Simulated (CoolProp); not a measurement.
R1224YDZ along the isotherm 454.4 K: density (kg/m³) from the reference equation and from simpler models built on Tc = 428.7 K, pc = 3.334 MPa, ω = 0.325; each cubic takes its own stable root.

The numbers come from the reference Helmholtz-energy equation of state, Akasaka 2023 in CoolProp.

```tsv
p (MPa)	phase	reference
1.11	gas	48.45
2.22	gas	111.0
3.33	gas	202.0
4.45	supercritical	387.5
5.56	supercritical	684.3
6.67	supercritical	781.8
7.78	supercritical	834.5
8.89	supercritical	871.5
10	supercritical	900.3
11.1	supercritical	923.9
12.2	supercritical	944.1
13.3	supercritical	961.9
14.4	supercritical	977.8
15.6	supercritical	993.4
16.7	supercritical	1006
```

How far does each simpler model (ideal gas, van der Waals, Redlich-Kwong, Soave-Redlich-Kwong, Peng-Robinson) lie from the reference over these 15 states: mean and median of the absolute difference, and the worst?


- ideal gas: mean 46.6 %, median 49.2 %, worst -68.1 % at 454.4 K and 5.56 MPa
- van der Waals: mean 19.8 %, median 25.8 %, worst -26.2 % at 454.4 K and 16.7 MPa
- Redlich-Kwong: mean 8.6 %, median 9.4 %, worst -13.6 % at 454.4 K and 6.67 MPa
- Soave-Redlich-Kwong: mean 10.6 %, median 11.3 %, worst -20.4 % at 454.4 K and 5.56 MPa
- Peng-Robinson: mean 4.1 %, median 2.8 %, worst -14.0 % at 454.4 K and 5.56 MPa
